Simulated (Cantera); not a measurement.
Feed: 1 mol Fe(CO)5, a varied amount of N2, held at 1548.15 K and 0.100 bar.

Equilibrium computed with Cantera from the NASA thermochemical tables; the gas is ideal and each condensed phase is pure. Candidate condensed phases: C, Fe, Fe(CO)5, FeO, Fe2O3, Fe3O4; 27 gas species. Equilibrium is a limit: real reactors are often held back by kinetics, nucleation or transport.

x: gas mole fraction; n: condensed amount in mol.

```
n(N2) (mol)   x CO    x N2    x CO2     x Fe      x C2N2  n Fe(γ)
-----------  -----  ------  -------  -------  ----------  -------
0.38         0.929  0.0706  3.80e-5  4.04e-6  (withheld)    1.000
0.55         0.901  0.0991  3.57e-5  4.04e-6  (withheld)    1.000
0.81         0.861   0.139  3.26e-5  4.04e-6  (withheld)    1.000
1.2          0.806   0.194  2.86e-5  4.04e-6  (withheld)    1.000
1.7          0.746   0.254  2.45e-5  4.04e-6  (withheld)    1.000
2.6          0.658   0.342  1.90e-5  4.04e-6  (withheld)    1.000
3.7          0.575   0.425  1.45e-5  4.04e-6  (withheld)    1.000
5.5          0.476   0.524  9.97e-6  4.04e-6  (withheld)    1.000
8            0.385   0.615  6.51e-6  4.04e-6  (withheld)    1.000
12           0.294   0.706  3.81e-6  4.04e-6  (withheld)    1.000
17           0.227   0.773  2.27e-6  4.04e-6     5.84e-9    1.000
25           0.167   0.833  1.22e-6  4.04e-6     6.30e-9    1.000
```

Complete the blanks.


- 0.38, x C2N2: 5.34e-10
- 0.55, x C2N2: 7.49e-10
- 0.81, x C2N2: 1.05e-9
- 1.2, x C2N2: 1.46e-9
- 1.7, x C2N2: 1.92e-9
- 2.6, x C2N2: 2.58e-9
- 3.7, x C2N2: 3.21e-9
- 5.5, x C2N2: 3.96e-9
- 8, x C2N2: 4.65e-9
- 12, x C2N2: 5.33e-9
